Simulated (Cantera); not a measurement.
**Thermodynamics of aluminium nitride and oxide growth, feed Al(CH₃)₃ + N₂O + N₂ + H₂O**

Charge: 1 mol Al(CH₃)₃, 0.69 mol N₂O, 430 mol N₂, 2.1 mol H₂O, equilibrated at 0.0133 bar.

These are equilibrium values from Cantera (NASA tables, ideal gas, pure condensed phases), not measurements of a reactor. Candidate condensed phases: Al, AlN, Al₂O₃, C, C₆H₆, C₇H₈, C₈H₁₈, H₂O; 148 gas species. The feed counts by its element totals alone. Rates play no part.

From 1823 K to 1873 K the condensed part is AlN(s). From 1923 K to 2223 K nothing is condensed. The main Al-bearing gas is Al throughout.

| T (K) | log p N₂ | log p H₂ | log p CO | log p H | log p Al | log p HCN | log p HNC | log p AlH | n AlN(s) |
|---|---|---|---|---|---|---|---|---|---|
| 1823 | -1.88 | -3.71 | -4.07 | -5.22 | -5.35 | -5.22 | -6.61 | -7.57 | 0.851 |
| 1873 | -1.89 | -3.72 | -4.07 | -5.05 | -4.86 | -5.22 | -6.57 | -7.15 | 0.545 |
| 1923 | -1.89 | -3.72 | -4.07 | -4.89 | -4.52 | -5.22 | -6.53 | -6.86 | 0 |
| 1973 | -1.89 | -3.73 | -4.07 | -4.73 | -4.52 | -5.22 | -6.49 | -6.91 | 0 |
| 2023 | -1.89 | -3.74 | -4.07 | -4.59 | -4.52 | -5.23 | -6.45 | -6.97 | 0 |
| 2073 | -1.89 | -3.75 | -4.07 | -4.45 | -4.52 | -5.23 | -6.42 | -7.02 | 0 |
| 2123 | -1.89 | -3.76 | -4.07 | -4.33 | -4.52 | -5.23 | -6.39 | -7.07 | 0 |
| 2173 | -1.89 | -3.78 | -4.08 | -4.21 | -4.52 | -5.24 | -6.36 | -7.12 | 0 |
| 2223 | -1.89 | -3.81 | -4.08 | -4.10 | -4.52 | -5.24 | -6.33 | -7.17 | 0 |
log p: log10 of the partial pressure in bar; n: condensed amount in mol.
